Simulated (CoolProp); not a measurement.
Ethanol along the isotherm 17.15 °C: density (kg/m³) from the reference equation and from simpler models built on Tc = 241.6 °C, pc = 62.68 bar, ω = 0.644; each cubic takes its own stable root.

The numbers come from the reference Helmholtz-energy equation of state, Schroeder 2014 in CoolProp.

| p (bar) | phase | reference |
|---|---|---|
| 19.6 | liquid | 793.5 |
| 39.2 | liquid | 795.1 |
| 58.8 | liquid | 796.7 |
| 78.3 | liquid | 798.3 |
| 97.9 | liquid | 799.9 |
| 118 | liquid | 801.5 |
| 137 | liquid | 802.9 |
| 157 | liquid | 804.4 |

How far does each simpler model (van der Waals, Redlich-Kwong, Soave-Redlich-Kwong, Peng-Robinson) lie from the reference over these 8 states: mean and median of the absolute difference, and the worst?


- van der Waals: mean 45.4 %, median 45.4 %, worst -46.0 % at 17.15 °C and 19.6 bar
- Redlich-Kwong: mean 20.2 %, median 20.2 %, worst -20.5 % at 17.15 °C and 19.6 bar
- Soave-Redlich-Kwong: mean 15.2 %, median 15.2 %, worst -15.4 % at 17.15 °C and 157 bar
- Peng-Robinson: mean 4.8 %, median 4.8 %, worst -5.1 % at 17.15 °C and 157 bar
